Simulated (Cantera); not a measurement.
An isothermal, constant-pressure homogeneous reactor starts with 4.24 % H₂, 12.1 % O₂, 83.6 % N₂, equivalence ratio 0.17, at 1275 K and 0.217 atm.

Cantera simulation using the H2/O2 subset of GRI-Mech 3.0, which has no nitrogen chemistry; the numbers are that mechanism's predictions, not measurements. The temperature is held fixed by assumption; the heat of reaction is taken as removed at once.

One state of this run: x H₂ = 1.70e-8; x O₂ = 0.102; x OH = 6.47e-6; x H₂O₂ = 3.09e-10; x HO₂ = 7.67e-9; x H₂O = 0.0433; x H = 2.17e-10. x: mole fraction; the columns are a selection and need not sum to one.

Which value of t (s) does it belong to?
A. 0.0690
B. 0.000200
C. 3.40
D. 0.000530

C, 3.40
